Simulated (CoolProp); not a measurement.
Vapour-liquid equilibrium of n-octane (1) + p-xylene (2) at 4.2 kPa; x and y are mole fractions of (1).

Values from CoolProp's multi-fluid Helmholtz-energy mixture model, Beckmüller 2019 and Zhou 2012; pair parameters Bell 2016.

```csv
x,"bubble temperature, mixture model (°C)","bubble temperature, Raoult's law (°C)","y, mixture model","y, Raoult's law"
0.05,48.1,48.7,(withheld),0.075
0.2,45.6,47.1,(withheld),0.279
0.35,43.9,45.6,0.475,0.456
0.5,42.6,44.2,0.603,0.609
0.65,41.7,42.9,0.721,0.743
0.8,41.0,41.7,0.837,0.862
0.95,(withheld),40.6,0.958,0.967
```

Problem. Fill in the missing entries.

Solution. 
- 0.05, y, mixture model: 0.100
- 0.2, y, mixture model: 0.320
- 0.95, bubble temperature, mixture model (°C): 40.4

The largest gap from Raoult's law is -1.7 K in bubble temperature, at x = 0.35. No azeotrope shows between x = 0.05 and 0.95.

The pair parameters rest on a limited set of measurements; away from them the model extrapolates.
